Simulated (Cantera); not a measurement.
# Thermal oxidation and active oxidation of silicon: Si + N₂O + H₂

Input: 1 mol Si, 0.47 mol N₂O, 430 mol H₂.

Equilibrium computed with Cantera from the NASA thermochemical tables; the gas is ideal and each condensed phase is pure. Candidate condensed phases: H₂O, Si, SiO₂, Si₂N₂O, Si₃N₄; 35 gas species. Mutual solubility and eutectic melting of coexisting phases are not modelled. Rates play no part.

Map the stable condensed phases over T = 1175, 1225, 1275, 1325, 1375, 1425, 1475, 1525, 1575, 1625 °C and P in Pa = 0.10, 1.5, 22, 320, 4600, 68000, 1000000.


```
T in °C \ P in Pa
            0.10     1.5      22     320    4600   68000 1000000
   1625        A       A       A       A       B       B       C
   1575        A       A       A       A       B       B       C
   1525        A       A       A       B       B       B       C
   1475        A       A       A       B       B       C       C
   1425        A       A       A       B       B       C       C
   1375        A       A       B       B       B       C       C
   1325        A       A       B       B       C       C       C
   1275        A       A       B       B       C       C       C
   1225        A       B       B       B       C       C       C
   1175        A       B       B       C       C       C       C
```
A: gas only; B: Si; C: Si + Si₂N₂O.
